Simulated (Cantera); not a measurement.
A perfectly stirred reactor is fed with 0.268 % CO, 0.288 % O2, 0.0298 % H2O, 99.4 % N2, at 500000 Pa; it is held at 1450 K, and followed from long to short residence time.

Computed with Cantera and GRI-Mech 3.0 (53 species, 325 reactions).

x: mole fraction; the columns are a selection and need not sum to one.

```tsv
τ (s)	x CO	x O2	x H2O	x H	x H2	x CO2
15	6.71e-6	0.00154	0.000297	2.69e-8	8.02e-8	0.00268
6.8	1.17e-5	0.00155	0.000297	5.07e-8	1.25e-7	0.00268
3.1	2.04e-5	0.00155	0.000297	9.59e-8	1.97e-7	0.00267
1.4	3.59e-5	0.00156	0.000296	1.83e-7	3.15e-7	0.00265
0.64	6.27e-5	0.00157	0.000295	3.48e-7	5.04e-7	0.00262
0.29	0.000110	0.00159	0.000294	6.63e-7	8.11e-7	0.00258
0.13	0.000191	0.00163	0.000293	1.26e-6	1.30e-6	0.00250
0.059	0.000322	0.00169	0.000291	2.33e-6	2.02e-6	0.00237
0.027	0.000524	0.00179	0.000288	4.10e-6	2.97e-6	(withheld)
0.012	0.000832	0.00194	0.000284	6.83e-6	4.13e-6	(withheld)
0.0055	0.00123	0.00213	0.000280	1.00e-5	5.17e-6	(withheld)
```

Q: Some entries are withheld; supply them.

A: 
- 0.027, x CO2: 0.00216
- 0.012, x CO2: 0.00185
- 0.0055, x CO2: 0.00146
